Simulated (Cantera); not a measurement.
Standard-state values (1 bar) from the NASA 1993 polynomials, evaluated with Cantera. Values are per mole of reaction as written; species without (g) are pure solids or liquids, kept so even where they would boil at 1 bar.

2 BCl3(g) + 6 HF(g) ⇌ 3 F2(g) + 2 B + 6 HCl(g)

```csv
T (K),ΔH° (kJ),ΔS° (J/K),ΔG° (kJ),log10 K,condensed phases
300,[?],[?],[?],[?],B(s)
1600,[?],[?],[?],[?],B(s)
1700,1898.8,125.0,1686.4,-51.81,B(s)
1800,1900.8,126.1,1673.8,-48.57,B(s)
1900,1902.8,127.2,1661.2,-45.67,B(s)
2000,[?],[?],[?],[?],B(s)
2100,1906.9,129.3,1635.5,-40.68,B(s)
2200,1909.0,130.2,1622.5,-38.52,B(s)
2300,1911.2,131.2,1609.5,-36.55,B(s)
2400,2013.8,174.8,1594.2,-34.70,B(l)
2500,2016.0,175.8,1576.6,-32.94,B(l)
```

**Question.** Some entries are withheld; supply them.

**Answer.** 
- 300, ΔH° (kJ): 1887.3
- 300, ΔS° (J/K): 118.3
- 300, ΔG° (kJ): 1851.8
- 300, log10 K: -322.42
- 1600, ΔH° (kJ): 1896.9
- 1600, ΔS° (J/K): 123.8
- 1600, ΔG° (kJ): 1698.8
- 1600, log10 K: -55.46
- 2000, ΔH° (kJ): 1904.9
- 2000, ΔS° (J/K): 128.2
- 2000, ΔG° (kJ): 1648.4
- 2000, log10 K: -43.05
